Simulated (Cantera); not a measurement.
A closed system holds: 1 mol Al, 0.7 mol HI, held at 75.0 Torr.

Equilibrium computed with Cantera from the NASA thermochemical tables; the gas is ideal and each condensed phase is pure. Candidate condensed phases: Al, AlI3, I2; 11 gas species. Equilibrium is a limit: real reactors are often held back by kinetics, nucleation or transport.

log p: log10 of the partial pressure in bar; n: condensed amount in mol.

```tsv
T (K)	log p H2	log p AlI	log p AlI3	log p Al2I6	log p HI	n Al(s)	n Al(l)
725	-1.22	-4.66	-1.42	-2.97	-6.30	0.767	0
800	-1.22	-3.79	-1.40	-3.59	-5.69	0.766	0
875	-1.22	-3.08	-1.40	-4.11	-5.19	0.763	0
950	-1.23	-2.49	-1.42	-4.58	-4.78	0	0.754
1025	-1.25	-2.02	-1.46	-5.04	-4.42	0	0.728
1100	-1.29	-1.65	-1.58	-5.57	-4.16	0	___
1175	-1.36	-1.38	-1.83	-6.34	-3.99	0	___
1250	-1.44	-1.23	-2.32	-7.56	-3.95	0	___
```

**Question.** Fill in the missing entries.

**Answer.** 
- 1100, n Al(l): 0.665
- 1175, n Al(l): 0.541
- 1250, n Al(l): 0.393
